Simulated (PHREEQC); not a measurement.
Ca(OH)2 is added in steps, without added water, to 1 kg of water holding 11 mmol/kgw NaHSO4, 15 mmol/kgw KOH and 1.3 mmol/kgw NaCl, at 50 °C. Oxygen alone is held at its pressure in air (log pO2 = -0.68). CO2 from the air is kept out. Only these solids could form: Gypsum, Halite, Sylvite.

Base run: PHREEQC, ion-association model, phreeqc.dat. Each further column changes one thing. The table gives Ca+2 (mol/kgw).

```tsv
Ca(OH)2 added (mol)	base	Davies equation for every ion	all activity coefficients set to 1	Debye-Hückel limiting law
0	0	0	0	0
0.00225	0.00154	0.00157	0.000834	0.00175
0.004125	0.00289	0.00294	0.00163	0.00329
0.006375	0.00459	0.00466	0.00271	0.00520
0.008625	0.00634	0.00643	0.00392	0.00718
0.01087	0.00815	0.00826	0.00515	0.00921
0.01275	0.00968	0.00980	0.00605	0.0109
0.015	0.0115	0.0117	0.00729	0.0130
```

Away from 25 °C the constants follow the database's enthalpies or fits; those with neither stay at their 25 °C values.
